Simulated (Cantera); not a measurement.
A perfectly stirred reactor is fed with 3.23 % NH3, 96.8 % N2, at 315 Torr; it is held at 2025 K, and followed from long to short residence time.

Model: the gas-phase N/H chemistry of the illustrative SiF4/NH3 mechanism in the Surface Chemkin manual (1991), integrated in Cantera. Walls and surfaces, which speed up NH3 decomposition in real reactors, are not modelled.

### Question
Predict: x(NH3) at τ = 13.0 s; x(NH2) at τ = 13.0 s; x(NH) at τ = 13.0 s; x(N) at τ = 13.0 s; x(N2) at τ = 13.0 s; x(NH3) at τ = 90.0 ms; x(NH2) at τ = 90.0 ms; x(NH) at τ = 90.0 ms; x(N) at τ = 90.0 ms; x(N2) at τ = 90.0 ms.

### Answer
```
Item                      Value
---------------------  --------
x(NH3) at τ = 13.0 s   0.000138
x(NH2) at τ = 13.0 s    3.62e-6
x(NH) at τ = 13.0 s     1.03e-6
x(N) at τ = 13.0 s      8.90e-7
x(N2) at τ = 13.0 s       0.953
x(NH3) at τ = 90.0 ms    0.0138
x(NH2) at τ = 90.0 ms   9.44e-5
x(NH) at τ = 90.0 ms    5.69e-6
x(N) at τ = 90.0 ms     1.05e-6
x(N2) at τ = 90.0 ms      0.959
```
